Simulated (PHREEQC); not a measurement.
Make-up at 15 °C: 0.081 mol/kgw KH2PO4, 3.63e-05 mol/kgw NaOH and 5.4e-05 mol/kgw H3AsO4. Closed to the air; pH follows from the charge balance.

Model: ion-association model, wateq4f.dat, run in PHREEQC.

```
Property                  Result
----------------  --------------
pH                          4.48
ionic strength    0.0813 mol/kgw
total alkalinity  -0.0177 meq/kg
```

```
species  molality  activity   log γ
-------  --------  --------  ------
K+         0.0810    0.0634  -0.107
H2PO4-     0.0804    0.0646  -0.095
HPO4-2   0.000279  0.000114  -0.390
H3PO4    0.000275  0.000280   0.008
H2AsO4-   5.35e-5   4.26e-5  -0.099
H+        3.98e-5   3.33e-5  -0.078
Na+       3.63e-5   2.89e-5  -0.098
KHPO4-    1.75e-5   1.40e-5  -0.095
H3AsO4    2.52e-7   2.56e-7   0.008
HAsO4-2   2.11e-7   8.47e-8  -0.396
NaHPO4-   7.99e-9   6.42e-9  -0.095
```

No solid was allowed to form. H3PO4, which wateq4f.dat lacks, is added to it with the constant of phreeqc.dat.
